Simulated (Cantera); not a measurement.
# Carbothermic reduction: Fe₂O₃ + C + CO

A closed system holds: 1 mol Fe₂O₃, 2.9 mol C, 0.96 mol CO, held at 90.0 Torr.

Equilibrium computed with Cantera from the NASA thermochemical tables; the gas is ideal and each condensed phase is pure. Candidate condensed phases: C, Fe, Fe(CO)₅, FeO, Fe₂O₃, Fe₃O₄; 15 gas species. Kinetics and transport are ignored.

From 1050 K to 1150 K the condensed part is Fe(α). From 1250 K to 1650 K the condensed part is Fe(γ). At 1750 K the condensed part is Fe(δ). From 1850 K to 2350 K the condensed part is Fe(l).

| T (K) | x CO | x Fe | x CO₂ | x FeO | x O | x O₂ | n Fe(α) | n Fe(γ) | n Fe(δ) | n Fe(l) |
|---|---|---|---|---|---|---|---|---|---|---|
| 1050 | 0.974 | 1.28e-12 | 0.0259 | <1e-12 | <1e-12 | <1e-12 | 2.00 | 0 | 0 | 0 |
| 1150 | 0.974 | 7.16e-11 | 0.0259 | <1e-12 | <1e-12 | <1e-12 | 2.00 | 0 | 0 | 0 |
| 1250 | 0.974 | 2.07e-9 | 0.0259 | <1e-12 | <1e-12 | <1e-12 | 0 | 2.00 | 0 | 0 |
| 1350 | 0.974 | 3.58e-8 | 0.0259 | 3.64e-12 | <1e-12 | <1e-12 | 0 | 2.00 | 0 | 0 |
| 1450 | 0.974 | 4.16e-7 | 0.0259 | 8.40e-11 | 1.00e-12 | <1e-12 | 0 | 2.00 | 0 | 0 |
| 1550 | 0.974 | 3.49e-6 | 0.0259 | 1.28e-9 | 1.75e-11 | <1e-12 | 0 | 2.00 | 0 | 0 |
| 1650 | 0.974 | 2.25e-5 | 0.0259 | 1.38e-8 | 2.16e-10 | 8.38e-12 | 0 | 2.00 | 0 | 0 |
| 1750 | 0.974 | 0.000116 | 0.0259 | 1.12e-7 | 2.00e-9 | 8.60e-11 | 0 | 0 | 2.00 | 0 |
| 1850 | 0.974 | 0.000488 | 0.0259 | 7.03e-7 | 1.45e-8 | 6.83e-10 | 0 | 0 | 0 | 2.00 |
| 1950 | 0.972 | 0.00171 | 0.0259 | 3.52e-6 | 8.62e-8 | 4.37e-9 | 0 | 0 | 0 | 1.99 |
| 2050 | 0.969 | 0.00525 | 0.0258 | 1.49e-5 | 4.28e-7 | 2.33e-8 | 0 | 0 | 0 | 1.98 |
| 2150 | 0.960 | 0.0145 | 0.0255 | 5.47e-5 | 1.83e-6 | 1.05e-7 | 0 | 0 | 0 | 1.94 |
| 2250 | 0.939 | 0.0362 | 0.0248 | 0.000176 | 6.84e-6 | 4.13e-7 | 0 | 0 | 0 | 1.85 |
| 2350 | 0.893 | 0.0833 | 0.0232 | 0.000506 | 2.26e-5 | 1.41e-6 | 0 | 0 | 0 | 1.65 |
x: gas mole fraction; n: condensed amount in mol.
